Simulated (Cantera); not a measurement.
Mixture: CH4 : O2 : N2 = 1 : 3.51 : 13.2 (molar parts), equivalence ratio 0.57, at 67000 Pa, adiabatic and at constant volume. Ignition delay is the time to a rise of 400 K.

Computed with Cantera and GRI-Mech 3.0 (53 species, 325 reactions).

What does this change do: CH4 1 to 2.9 parts?


```
quantity                                                before       after
--------------------------------------------------  ----------  ----------
delay at 1075 K                                        0.329 s     0.569 s
delay at 1175 K                                        66.7 ms     0.116 s
delay at 1275 K                                        16.1 ms     27.6 ms
delay at 1375 K                                        4.63 ms     7.56 ms
apparent activation energy between 1325 and 1425 K  180 kJ/mol  190 kJ/mol
```
